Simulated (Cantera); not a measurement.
Input: 1 mol Si, 0.75 mol N2O, 970 mol N2, at 925 K and 308 Torr.

Method: chemical equilibrium by Gibbs-energy minimisation in Cantera with the NASA 1993 tables (ideal gas, pure condensed phases). Candidate condensed phases: Si, SiO2, Si2N2O, Si3N4; 16 gas species. The numbers say what is thermodynamically allowed, not how fast it happens.

Question: What is the equilibrium state?

Answer: 
| Quantity | Value |
|---|---|
| x(N2) | 1.00 |
| n(SiO2(β-quartz)) | 0.167 mol |
| n(Si2N2O(s)) | 0.417 mol |
| gas amount | 970.3 mol |
| log10 activity of Si(s) (absent) | -11.49 |
